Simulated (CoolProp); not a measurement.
Properties of methane along the isotherm 102.9 K (Tc = 190.6 K, pc = 45.99 bar, ω = 0.011).

The numbers come from the reference Helmholtz-energy equation of state, Setzmann 1991 in CoolProp.

| p (bar) | phase | Z | expansivity (1/kK) |
|---|---|---|---|
| 14.4 | liquid | 0.06193 | 3.167 |
| 28.7 | liquid | 0.1231 | 3.115 |
| 43.1 | liquid | 0.1844 | 3.066 |
| 57.5 | liquid | 0.2455 | 3.019 |
| 71.9 | liquid | 0.3062 | 2.974 |
| 86.2 | liquid | 0.3662 | 2.932 |
| 101 | liquid | 0.4281 | 2.890 |
| 115 | liquid | 0.4864 | 2.852 |
| 129 | liquid | 0.5444 | 2.815 |
| 144 | liquid | 0.6063 | 2.777 |
| 158 | liquid | 0.6639 | 2.743 |
| 172 | liquid | 0.7213 | 2.711 |
| 187 | liquid | 0.7825 | 2.677 |
| 201 | liquid | 0.8394 | 2.647 |
| 216 | liquid | 0.9002 | 2.616 |
| 230 | liquid | 0.9567 | 2.587 |
